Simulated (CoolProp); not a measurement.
Saturation properties of CH2F2 (R32).

Model: reference Helmholtz-energy equation of state, Tillner-Roth 1997, in CoolProp.

| T (K) | p (kPa) | liquid density (kg/m³) | vapour viscosity (µPa s) |
|---|---|---|---|
| 228.9 | 145.7 | 1192 | 10.2 |
| 238.6 | 225.7 | 1164 | 10.7 |
| 248.3 | 336.5 | 1135 | 11.1 |
| 258 | 485.4 | 1105 | 11.6 |
| 267.7 | 680.3 | 1074 | 12.1 |
| 277.4 | 929.6 | 1040 | 12.6 |
| 287.2 | 1246 | 1005 | 13.1 |
| 296.9 | 1634 | 966.2 | 13.7 |
| 306.6 | 2106 | 924.2 | 14.4 |
| 316.3 | 2674 | 877.0 | 15.2 |
| 326 | 3353 | 822.0 | 16.2 |
| 335.7 | 4158 | 753.3 | 17.9 |
| 345.5 | 5124 | 650.4 | 21.2 |

It boils at 221.5 K under 1 atm.

Viscosity comes from a separate model (Bell 2016), an estimate that may be off by 10 % or more.
